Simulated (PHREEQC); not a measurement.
## Leach liquor: speciation

Make-up at 25 °C: 2.8e-05 mol/kgw HCl, 2.1e-06 mol/kgw Al2(SO4)3 and 0.0002 mol/kgw NiSO4. Closed to the air; pH follows from the charge balance.

Model: ion-association model, wateq4f.dat, run in PHREEQC.

```
Quantity                    Result
----------------  ----------------
pH                            4.56
ionic strength    0.000827 mol/kgw
total alkalinity    -0.0280 meq/kg
```

```
species    molality  activity   log γ
---------  --------  --------  ------
SO4-2      0.000199  0.000175  -0.056
Ni+2       0.000194  0.000170  -0.057
H+          2.86e-5   2.77e-5  -0.014
Cl-         2.80e-5   2.71e-5  -0.014
NiSO4       5.81e-6   5.81e-6   0.000
Al+3        2.31e-6   1.74e-6  -0.122
AlSO4+      9.95e-7   9.64e-7  -0.014
AlOH+2      7.10e-7   6.24e-7  -0.056
HSO4-       4.87e-7   4.71e-7  -0.014
Al(OH)2+    1.82e-7   1.77e-7  -0.014
NiCl+       1.20e-8   1.16e-8  -0.014
Al(SO4)2-   5.51e-9   5.33e-9  -0.014
```

This is a speciation only: nothing precipitates in the calculation. Complexes and solids missing from the database can't appear.
